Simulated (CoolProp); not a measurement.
The fluid at 298.15 K and 0.00839 MPa flows at 1.8 m/s in a round tube of 12.7 mm bore and 45 µm roughness, fully developed (64/Re and Nu = 3.66 if laminar; Colebrook and Gnielinski if turbulent). The same conditions are run with several fluids, on thermodynamics alone (safety and materials aside).

Model: reference Helmholtz-energy equation of state of each fluid (methanol: de Reuck 1993; C3F8 (R218): Lemmon 2006; R124: de Vries 1995; R123: Younglove 1994; isobutane: Bücker 2006), in CoolProp.

```csv
fluid,Reynolds number,Darcy friction factor,pressure drop (Pa/m),heat-transfer coefficient (W/(m² K)),mass flow (kg/h)
methanol,259,0.247,3.44,4.35,0.0897
C3F8 (R218),1170,0.0548,4.46,3.60,0.523
R124,821,0.0780,4.60,3.79,0.380
R123,1100,0.0582,3.85,2.65,0.426
isobutane,600,0.107,2.68,4.88,0.162
```

Transport values come from each fluid's own correlations; those of C3F8 (R218), R124 are estimates that may be off by 10 % or more.
